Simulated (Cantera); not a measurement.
Feed: 1 mol PbS, a varied amount of H2, 4.9 mol N2, held at 975 K and 0.110 bar.

Cantera equilibrium calculation (NASA polynomials, part measured and part estimated; ideal gas, pure solids and liquids). Candidate condensed phases: Pb, PbS, S; 18 gas species. Rates play no part.

Problem. At 510 mol H2, list the 5 most abundant gas species with their mole fractions, and the condensed phases.

Solution. H2 0.988, N2 0.00951, H2S 0.00189, Pb 8.33e-5, PbS 5.60e-5. Condensed: Pb(l).
